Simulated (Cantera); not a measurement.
Cantera run, input and output.

```python
import numpy as np
import cantera as ct

gas = ct.Solution("gri30.yaml")


def delay(T, t_max=10):
    gas.TPX = T, 500000, {'CH4': 1, 'H2': 0.07, 'O2': 1.85, 'N2': 6.96}
    reactor = ct.IdealGasReactor(gas, clone=False)
    net = ct.ReactorNet([reactor])
    net.rtol, net.atol = 1e-8, 1e-16
    while net.time < t_max:
        t_old, T_old = net.time, reactor.T
        net.step()
        if reactor.T > T + 400:  # ignition: a rise of 400 K
            return t_old + (T + 400 - T_old) / (reactor.T - T_old) * (net.time - t_old)
    return np.nan


taus = []
for T in [923, 998, 1073, 1148, 1223, 1298, 1373, 1448, 1523]:
    taus.append(delay(T))
    print(f"T0 = {T:6g} K   tau = {taus[-1]:.4e} s")
```

Output:

```
T0 =    923 K   tau = 1.5931e-01 s
T0 =    998 K   tau = 3.8361e-02 s
T0 =   1073 K   tau = 1.5331e-02 s
T0 =   1148 K   tau = 7.2611e-03 s
T0 =   1223 K   tau = 3.4646e-03 s
T0 =   1298 K   tau = 1.6357e-03 s
T0 =   1373 K   tau = 7.7727e-04 s
T0 =   1448 K   tau = 3.7789e-04 s
T0 =   1523 K   tau = 1.9024e-04 s
```

Detailed kinetics in Cantera: GRI-Mech 3.0 (53 species, 325 reactions). Below about 1000 K GRI-Mech 3.0 lacks low-temperature oxidation paths. Below about 950 K walls govern HO2 and H2O2 in real vessels.
